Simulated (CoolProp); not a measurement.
Values from CoolProp's reference Helmholtz-energy equation of state, Zhou 2012.

**Question.** For ethylbenzene, give the phase and the cp (kJ/(kg K)), speed of sound (m/s), Joule-Thomson coefficient (K/MPa) at 41.85 °C and 0.518 MPa.

**Answer.** 
- 41.85 °C and 0.518 MPa: liquid; cp 1.80, speed of sound 1250, Joule-Thomson coefficient -0.441
